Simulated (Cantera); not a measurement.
A closed system holds: 1 mol SiF₄, 0.82 mol NO, 11 mol H₂, equilibrated at 0.133 bar.

Cantera equilibrium calculation (NASA polynomials, part measured and part estimated; ideal gas, pure solids and liquids). Candidate condensed phases: H₂O, Si, SiO₂, Si₂N₂O, Si₃N₄; 58 gas species. The tables hold silica as quartz up to 1696 K and as liquid above; real silica turns to tridymite and cristobalite and melts near 1996 K. Equilibrium is a limit: real reactors are often held back by kinetics, nucleation or transport.

Task: Which condensed phases are stable at each of these points (T (K)): 1873, 1898, 1923, 1948, 1973, 1998, 2023, 2048, 2073, 2098, 2123?

Result: 
```json
[
 {"T (K)": "1873", "condensed phases": "SiO₂(condensed)", "Si condensed (%)": "30.9"},
 {"T (K)": "1898", "condensed phases": "SiO₂(condensed)", "Si condensed (%)": "27.6"},
 {"T (K)": "1923", "condensed phases": "SiO₂(condensed)", "Si condensed (%)": "23.6"},
 {"T (K)": "1948", "condensed phases": "SiO₂(condensed)", "Si condensed (%)": "18.7"},
 {"T (K)": "1973", "condensed phases": "SiO₂(condensed)", "Si condensed (%)": "12.9"},
 {"T (K)": "1998", "condensed phases": "SiO₂(l)", "Si condensed (%)": "6.2"},
 {"T (K)": "2023", "condensed phases": "gas only", "Si condensed (%)": "0.0"},
 {"T (K)": "2048", "condensed phases": "gas only", "Si condensed (%)": "0.0"},
 {"T (K)": "2073", "condensed phases": "gas only", "Si condensed (%)": "0.0"},
 {"T (K)": "2098", "condensed phases": "gas only", "Si condensed (%)": "0.0"},
 {"T (K)": "2123", "condensed phases": "gas only", "Si condensed (%)": "0.0"}
]
```

From 1873 K to 1973 K the condensed part is SiO₂(condensed). At 1998 K the condensed part is SiO₂(l). From 2023 K to 2123 K nothing is condensed.
